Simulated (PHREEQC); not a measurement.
0.072 g of hydrous ferric oxide (600 m²/g; 0.2 weak and 0.005 strong sites per Fe, Dzombak-Morel constants, diffuse double layer) in 1 kg of water with 0.1 mol/kgw of an inert sodium salt and 1.1e-06 mol/kgw BaCl2, at 25 °C; the pH is set by adding NaOH or the inert anion's acid. O2 is buffered at 0.21 atm. The system is closed to CO2. Nothing may precipitate in this run.

The series has 13 steps of pH, from 3 to 9.

Model: ion-association model, wateq4f.dat, run in PHREEQC.

Q: Near which pH is half of the Ba sorbed, and on which side is more sorbed?

A: Near pH 8.4, with more sorbed at higher pH.

The oxide is taken as insoluble; below pH 4 it would dissolve.
